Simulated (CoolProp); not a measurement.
Vapour-liquid equilibrium of carbon dioxide (1) + C2F6 (R116) (2) at 1990 kPa; x and y are mole fractions of (1).

Model: multi-fluid Helmholtz-energy mixture model, Span 1996 and Lemmon 2006; pair parameters Bell 2016, in CoolProp.

Give the bubble temperature and the first vapour's composition at x = 0.05, 0.25, 0.85. Is there an azeotrope?

x = 0.05: 272.6 K, y = 0.094; x = 0.25: 260.6 K, y = 0.418; x = 0.85: 250.7 K, y = 0.824. y crosses x between x = 0.75 and 0.85: the model has an azeotrope there.

The pair parameters rest on a limited set of measurements; away from them the model extrapolates.
